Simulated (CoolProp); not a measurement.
The fluid at 298.15 K and 0.118 MPa (gas) is heated at constant pressure to 311 K. The same conditions are run with several fluids, on thermodynamics alone (safety and materials aside).

The numbers come from the reference Helmholtz-energy equation of state of each fluid (R124: de Vries 1995; R142b: Lemmon 2006; carbonyl sulfide: Lemmon 2006; oxygen: Schmidt 1985; chloromethane (R40): Thol 2014) in CoolProp.

| fluid | heat (kJ/kg) | final density (kg/m³) |
|---|---|---|
| R124 | 9.66 | 6.40 |
| R142b | ? | ? |
| carbonyl sulfide | ? | ? |
| oxygen | ? | ? |
| chloromethane (R40) | ? | 2.34 |

### Question
Complete the blanks.

### Answer

- R142b, heat (kJ/kg): 11.1
- R142b, final density (kg/m³): 4.71
- carbonyl sulfide, heat (kJ/kg): 9.09
- carbonyl sulfide, final density (kg/m³): 2.77
- oxygen, heat (kJ/kg): 11.8
- oxygen, final density (kg/m³): 1.46
- chloromethane (R40), heat (kJ/kg): 10.9

Above 300 K oxygen's equation is extrapolated.
